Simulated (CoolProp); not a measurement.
Saturated liquid density (kg/m³) of CHF3 (R23): the reference equation beside estimates from Tc = 26.1 °C, pc = 4832 kPa, ω = 0.263. Rackett uses Z = 0.29056 − 0.08775 ω.

The numbers come from the reference Helmholtz-energy equation of state, Penoncello 2003 in CoolProp.

```
T (°C)   reference  Rackett  van der Waals  Peng-Robinson
-------  ---------  -------  -------------  -------------
-106.15       1534      ___          861.3           1474
-95.55        1496     1409          841.7           1442
-85.05        1457     1373          821.3           1408
-74.45        1416     1335          799.6           1370
-63.85        1374     1295            ___           1328
-53.35        1330     1254          751.9           1282
-42.75        1283     1209          725.2            ___
-32.15        1231     1161          696.2           1172
-21.65         ___     1110            ___           1106
-11.05        1113     1051          628.6           1029
-0.45         1039    983.6          586.9            ___
10.05        946.2    900.5          536.2            ___
20.65        804.5    774.1          462.9            ___
```

Q: What belongs in the gaps?

A: 
- -106.15, Rackett: 1444
- -63.85, van der Waals: 776.4
- -42.75, Peng-Robinson: 1230
- -21.65, reference: 1176
- -21.65, van der Waals: 664.5
- -0.45, Peng-Robinson: 936.9
- 10.05, Peng-Robinson: 822.8
- 20.65, Peng-Robinson: 657.5

Absolute difference from the reference over all 13 rows, mean and median: Rackett 5.5 and 5.7 %, van der Waals 43.5 and 43.5 %, Peng-Robinson 6.5 and 4.1 %.
